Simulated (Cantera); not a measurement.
**Si + Cl2 (silicon etching in halogen gases)**

Charge: 1 mol Si, a varied amount of Cl2, equilibrated at 2.20 Pa.

Method: chemical equilibrium by Gibbs-energy minimisation in Cantera with the NASA 1993 tables (ideal gas, pure condensed phases). Candidate condensed phases: Si; 9 gas species. The tables' values for SiCl3 are old estimates. Kinetics and transport are ignored.

**Question.** Map the stable condensed phases over T = 825, 925, 1025, 1125, 1225, 1325, 1425, 1525, 1625 K and n(Cl2) in mol = 0.6, 0.88, 1.2, 1.4, 1.7, 2, 2.3, 2.5, 2.8, 3.1, 3.4, 3.6.

**Answer.** 
```
T in K \ n(Cl2) in mol
          0.6 0.88  1.2  1.4  1.7    2  2.3  2.5  2.8  3.1  3.4  3.6
   1625     A    A    B    B    B    B    B    B    B    B    B    B
   1525     A    A    B    B    B    B    B    B    B    B    B    B
   1425     A    A    B    B    B    B    B    B    B    B    B    B
   1325     A    A    B    B    B    B    B    B    B    B    B    B
   1225     A    A    B    B    B    B    B    B    B    B    B    B
   1125     A    A    A    B    B    B    B    B    B    B    B    B
   1025     A    A    A    A    A    B    B    B    B    B    B    B
    925     A    A    A    A    A    B    B    B    B    B    B    B
    825     A    A    A    A    A    B    B    B    B    B    B    B
```
A: Si; B: gas only.
